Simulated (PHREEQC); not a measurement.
Consider water at 91 °C with 0.21 mol NaOH and 0.00021 mol K2SiO3 per kg of water. Closed to the air; pH follows from the charge balance.

All values are PHREEQC results (ion-association model, phreeqc.dat), not measurements.

```yaml
pH: 11.54
ionic_strength: 0.210 mol/kgw
activity_of_water: 0.993
specific_conductance: 113000 µS/cm
density: 0.973 g/cm³
total_alkalinity: 210 meq/kg
```

```csv
species,molality,activity,log γ
OH-,0.210,0.141,-0.174
Na+,0.210,0.150,-0.147
K+,0.000420,0.000283,-0.171
H2SiO4-2,0.000112,2.91e-5,-0.584
H3SiO4-,9.82e-5,6.70e-5,-0.166
O2,9.02e-7,9.47e-7,0.021
H4SiO4,2.64e-7,2.77e-7,0.021
```

Precipitation was switched off in this run. Species that the database lacks are ignored. At this temperature some constants are extrapolated from 25 °C, and those without enthalpy data are left unchanged.
